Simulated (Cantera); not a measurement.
A closed system holds: 1 mol SiCl₄, 69 mol N₂, 53 mol H₂, held at 1775 K and 48.0 mbar.

These are equilibrium values from Cantera (NASA tables, ideal gas, pure condensed phases), not measurements of a reactor. Candidate condensed phases: NH₄Cl, Si, Si₃N₄; 28 gas species. The tables' values for SiCl, SiCl₃ are old estimates; treat these amounts as uncertain. Kinetics and transport are ignored.

Problem. What is the equilibrium state?

Solution. 
- x(N₂) = 0.554
- x(H₂) = 0.415
- x(HCl) = 0.0279
- x(SiCl₂) = 0.00218
- x(H) = 0.000851
- x(Cl) = 4.40e-5
- x(Si) = 1.66e-5
- x(SiCl) = 1.59e-5
- x(SiCl₃) = 1.17e-5
- n(Si₃N₄(s)) = 0.241 mol
- gas amount = 123.6 mol
- log10 activity of Si(l) (absent) = -0.44
